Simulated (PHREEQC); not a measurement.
PHREEQC input (ion-association model, phreeqc.dat):

```
SOLUTION 1
  temp 25
  units mol/kgw
  pH 7 charge
END
SELECTED_OUTPUT 1
  -reset false
  -pH true
  -pe true
  -ionic_strength true
  -water true
  -totals Ntg Oxg
  -molalities H+ OH-
USER_PUNCH 1
  -headings p_Ntg(g) phi_Ntg(g) p_Oxg(g) phi_Oxg(g) p_H2O(g) phi_H2O(g) density
  10 PUNCH PR_P("Ntg(g)"), PR_PHI("Ntg(g)"), PR_P("Oxg(g)"), PR_PHI("Oxg(g)"), PR_P("H2O(g)"), PR_PHI("H2O(g)"), RHO
PRINT
  -reset false
USE solution 1
REACTION_TEMPERATURE 1
  10
GAS_PHASE 1
  -fixed_pressure
  -pressure 30
  -temperature 10
  -volume 20
  Ntg(g) 20.7
  Oxg(g) 9.3
  H2O(g) 0
END
# ... the last block is repeated for the other 8 points of T (°C)
```

Selected output (columns that matter, 9 of 9 rows; T (°C) added in front):

```
T (°C)	pH	mu	Ntg	Oxg	m_H+	m_OH-	p_Ntg(g)	phi_Ntg(g)	p_Oxg(g)	phi_Oxg(g)	p_H2O(g)	phi_H2O(g)	density
10	7.2596	5.5013e-08	0.016709	0.014865	5.5013e-08	5.5013e-08	20.696	0.98318	9.2897	0.96749	0.014601	0.86017	1.0011
20	7.0766	8.3864e-08	0.014142	0.012172	8.3864e-08	8.3864e-08	20.686	0.9866	9.2868	0.97165	0.027224	0.8723	0.99954
30	6.9112	1.2275e-07	0.012355	0.010342	1.2275e-07	1.2275e-07	20.671	0.98961	9.2809	0.97528	0.048555	0.88301	0.99693
40	6.7614	1.733e-07	0.011101	0.0090728	1.733e-07	1.733e-07	20.646	0.99225	9.2706	0.97845	0.083191	0.89241	0.99347
50	6.6257	2.369e-07	0.010225	0.0081839	2.369e-07	2.369e-07	20.608	0.99459	9.2542	0.98121	0.13744	0.90058	0.98928
60	6.5026	3.146e-07	0.0096249	0.0075622	3.146e-07	3.146e-07	20.551	0.99668	9.2289	0.98359	0.2197	0.90757	0.98445
70	6.3908	4.0697e-07	0.0092349	0.0071348	4.0697e-07	4.0697e-07	20.468	0.99858	9.1915	0.98563	0.3408	0.91338	0.97904
80	6.2894	5.141e-07	0.0090083	0.0068529	5.141e-07	5.141e-07	20.348	1.0003	9.1378	0.98736	0.51434	0.91803	0.9731
90	6.1974	6.3544e-07	0.0089123	0.0066822	6.3544e-07	6.3544e-07	20.18	1.0019	9.0627	0.98879	0.75705	0.9215	0.96666
```

Away from 25 °C the constants follow the database's enthalpies or fits; those with neither stay at their 25 °C values.
